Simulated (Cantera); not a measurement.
A closed system holds: 1 mol CH3OH, 0.028 mol O2, 2.8 mol H2, equilibrated at 0.000510 bar.

Equilibrium computed with Cantera from the NASA thermochemical tables; the gas is ideal and each condensed phase is pure. Candidate condensed phases: C, C6H6, C7H8, C8H18, H2O; 110 gas species. Rates play no part. All values below are at 725 °C.

Base state: H2 0.820, CO 0.170, H2O 0.00743, CO2 0.00223 (mole fractions); condensed: gas only.

**Question.** What changes in the equilibrium state with this change: pressure from 0.000510 bar to 16.0 bar?

**Answer.** 
| species | before | after |
|---|---|---|
| H2 | 0.820 | 0.551 |
| H2O | 0.00743 | 0.206 |
| CH4 | 1.31e-7 | 0.205 |
| CO | 0.170 | 0.0247 |
| CO2 | 0.00223 | 0.0133 |
| C2H6 | <1e-9 | 1.32e-5 |
